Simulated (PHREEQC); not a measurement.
1 kg of water holding 0.3 mol KCl, 0.027 mol CaCl2 and 0.089 mol MgCl2 is evaporated at 75 °C; the solids stay in contact with the brine. No CO2 enters from the air. The run lets Bischofite, Brucite, Carnallite, Portlandite, Sylvite, MgCl2_4H2O precipitate or redissolve, and no other solid.

Equilibrium calculation in PHREEQC: Pitzer model, pitzer.dat.

| water left (kg) | ionic strength | water activity | Sylvite (mol) | Carnallite (mol) | Ca in solution (mol/kgw) | Mg in solution (mol/kgw) |
|---|---|---|---|---|---|---|
| 1 | 0.648 | 0.985 | 0 | 0 | 0.0270 | 0.0890 |
| 0.8219 | 0.788 | 0.982 | 0 | 0 | 0.0329 | 0.108 |
| 0.6755 | 0.959 | 0.978 | 0 | 0 | 0.0400 | 0.132 |
| 0.5552 | 1.17 | ___ | 0 | 0 | 0.0486 | 0.160 |
| 0.4563 | 1.42 | ___ | 0 | 0 | 0.0592 | 0.195 |
| 0.375 | 1.73 | 0.959 | 0 | 0 | 0.0720 | 0.237 |
| 0.3082 | ___ | 0.950 | 0 | 0 | 0.0876 | 0.289 |
| 0.2533 | 2.56 | 0.938 | 0 | 0 | 0.107 | 0.351 |
| 0.2082 | 3.11 | 0.923 | 0 | 0 | 0.130 | 0.427 |
| 0.1711 | 3.79 | 0.904 | 0 | 0 | 0.158 | 0.520 |
| 0.1407 | ___ | 0.880 | 0 | 0 | 0.192 | 0.633 |
| 0.1156 | 5.60 | 0.849 | 0 | 0 | 0.234 | 0.770 |
| 0.09502 | 6.82 | 0.811 | 0 | 0 | 0.284 | ___ |
| 0.07809 | 8.30 | 0.764 | 0 | 0 | 0.346 | 1.14 |
| 0.06418 | 9.61 | 0.724 | 0.0314 | 0 | 0.421 | 1.39 |
| 0.05275 | 10.3 | 0.704 | 0.105 | 0 | 0.512 | 1.69 |
| 0.04335 | 11.2 | 0.675 | 0.163 | 0 | 0.623 | 2.05 |
| 0.03564 | 12.3 | 0.633 | 0.209 | 0 | 0.758 | 2.50 |
| 0.0293 | ___ | 0.573 | 0.243 | 0 | 0.922 | 3.04 |
| 0.02407 | 15.9 | 0.491 | 0.266 | 0 | 1.12 | 3.70 |
| 0.01704 | 17.2 | 0.445 | 0.253 | 0.0254 | 1.58 | 3.73 |

**Question.** Complete the blanks.

**Answer.** 
- 0.5552, water activity: 0.973
- 0.4563, water activity: 0.967
- 0.3082, ionic strength: 2.10
- 0.1407, ionic strength: 4.61
- 0.09502, Mg in solution (mol/kgw): 0.937
- 0.0293, ionic strength: 13.8

Constants without temperature data keep their 25 °C values here.
